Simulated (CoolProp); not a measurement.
Vapour-liquid equilibrium of acetone (1) + toluene (2) at 7.62 bar; x and y are mole fractions of (1).

Model: multi-fluid Helmholtz-energy mixture model, Lemmon 2006 and Lemmon 2006; pair parameters Bell 2016, in CoolProp.

| x | bubble temperature (°C) | y at the bubble point | dew temperature at overall composition x (°C) | liquid density (mol/L) |
|---|---|---|---|---|
| 0.05 | 192.2 | 0.163 | 198.3 | ___ |
| 0.2 | 173.1 | 0.473 | 190.1 | 8.066 |
| 0.35 | 160.4 | 0.646 | 181.2 | 8.574 |
| 0.5 | 151.2 | 0.759 | 171.2 | 9.093 |
| 0.65 | 143.9 | 0.845 | 160.1 | 9.648 |
| 0.8 | ___ | 0.916 | 147.7 | ___ |
| 0.95 | ___ | 0.980 | 134.7 | ___ |

Question: Complete the blanks.

Answer: 
- 0.05, liquid density (mol/L): 7.525
- 0.8, bubble temperature (°C): 137.6
- 0.8, liquid density (mol/L): 10.26
- 0.95, bubble temperature (°C): 132.1
- 0.95, liquid density (mol/L): 10.95

No azeotrope shows between x = 0.05 and 0.95.

The pair parameters rest on a limited set of measurements; away from them the model extrapolates.
